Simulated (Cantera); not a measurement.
Cantera run:

```python
import numpy as np
import cantera as ct

gas_names = """
    C CN CO CO2 C2 CCN CNC C2N2 C2O C3 C3O2 C4 C4N2 C5 N NCO NO NO2 NO3 N2 N2O O O2 O3
""".split()
cond_names = """
    C(gr)
""".split()


def load(file, names, dense=False):
    # The tables refer to 1 bar. Condensed volumes are neglected.
    table = {s.name: s for s in ct.Species.list_from_file(file)}
    out = []
    for n in names:
        d = dict(table[n].input_data)
        d["thermo"] = dict(d["thermo"], **{"reference-pressure": 1e5})
        if dense:
            d["equation-of-state"] = {"model": "constant-volume", "density": "1e6 g/cm^3"}
        out.append(ct.Species.from_dict(d))
    return out


gas = ct.Solution(thermo="ideal-gas", species=load("nasa_gas.yaml", gas_names))
cond = {s.name: ct.Solution(thermo="fixed-stoichiometry", species=[s], name=s.name)
        for s in load("nasa_condensed.yaml", cond_names, dense=True)}
atoms = {
    'CO': {'C': 1, 'O': 1},
    'CO2': {'C': 1, 'O': 2},
    'N2': {'N': 2},
    'O2': {'O': 2},
}
top_T = {'C(gr)': 4500}  # K; cautious upper limits of use, not melting points


def equilibrate(T, P, feed):
    n = {}
    for name, mol in feed.items():
        for a, k in atoms[name].items():
            n[a] = n.get(a, 0.0) + k * mol
    gas.TPX = T, P, n
    mass = sum(n.values()) * gas.mean_molecular_weight
    gas.equilibrate("TP")
    valid = [c for c in cond.values() if c.min_temp <= T <= top_T.get(c.name, c.max_temp)]
    mix = ct.Mixture([(gas, mass / gas.mean_molecular_weight)] + [(c, 0.0) for c in valid])
    mix.T, mix.P = T, P
    mix.equilibrate("TP", solver="vcs", rtol=1e-11, max_steps=5000)
    return mix


results = []
feed = {'CO': 1, 'CO2': 0.053, 'N2': 0.29, 'O2': 0.019}  # mol
T = 1323.15  # K
P = 39000  # Pa
mix = equilibrate(T, P, feed)
results.append((T, P, feed, dict(zip(mix.species_names, mix.species_moles))))
print(gas.report(threshold=0.0001))
for i in range(1, mix.n_phases):
    print(f"{mix.phase(i).name:16s} {mix.phase_moles(i):12.5e} mol")
```

Result:

```
       temperature   1323.2 K
          pressure   39000 Pa
           density   0.10314 kg/m^3
  mean mol. weight   29.095 kg/kmol
   phase of matter   gas

                          1 kg             1 kmol
                     ---------------   ---------------
          enthalpy       -2.4747e+06       -7.2002e+07  J
   internal energy       -2.8528e+06       -8.3003e+07  J
           entropy            8918.3        2.5948e+05  J/K
    Gibbs function       -1.4275e+07       -4.1533e+08  J
 heat capacity c_p            1236.8             35984  J/K
 heat capacity c_v            951.01             27670  J/K

                      mass frac. Y      mole frac. X     chem. pot. / RT
                     ---------------   ---------------   ---------------
                CO            0.6896           0.71631           -37.705
               CO2           0.10249          0.067759           -68.993
                N2           0.20791           0.21593           -28.109
     [  +21 minor]        1.9813e-11        1.9201e-11

C(gr)             0.00000e+00 mol
```

Equilibrium computed with Cantera from the NASA thermochemical tables; the gas is ideal and each condensed phase is pure.
